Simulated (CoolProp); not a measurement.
Vapour-liquid equilibrium of carbon dioxide (1) + R125 (2) at 228.6 K; x and y are mole fractions of (1).

Model: multi-fluid Helmholtz-energy mixture model, Span 1996 and Lemmon 2005; pair parameters Bell 2016, in CoolProp.

| x | bubble pressure (bar) | y at the bubble point | dew pressure at overall composition x (bar) | liquid density (mol/L) |
|---|---|---|---|---|
| 0.05 | 1.695 | 0.314 | 1.261 | 12.85 |
| 0.125 | 2.419 | 0.546 | 1.360 | 13.40 |
| 0.2 | 3.107 | 0.668 | 1.477 | 13.99 |
| 0.275 | 3.748 | 0.743 | 1.614 | 14.63 |
| 0.35 | 4.338 | 0.793 | 1.779 | 15.33 |
| 0.425 | 4.882 | 0.831 | 1.981 | 16.09 |
| 0.5 | 5.384 | 0.860 | 2.233 | 16.92 |
| 0.575 | 5.856 | 0.884 | 2.556 | 17.84 |
| 0.65 | 6.308 | 0.906 | 2.985 | 18.87 |
| 0.725 | 6.751 | 0.926 | 3.576 | 20.02 |
| 0.8 | 7.196 | 0.945 | 4.426 | 21.32 |
| 0.875 | 7.653 | 0.965 | 5.668 | 22.80 |
| 0.95 | 8.130 | 0.985 | 7.309 | 24.49 |

No azeotrope shows between x = 0.05 and 0.95.

The pair parameters rest on a limited set of measurements; away from them the model extrapolates.
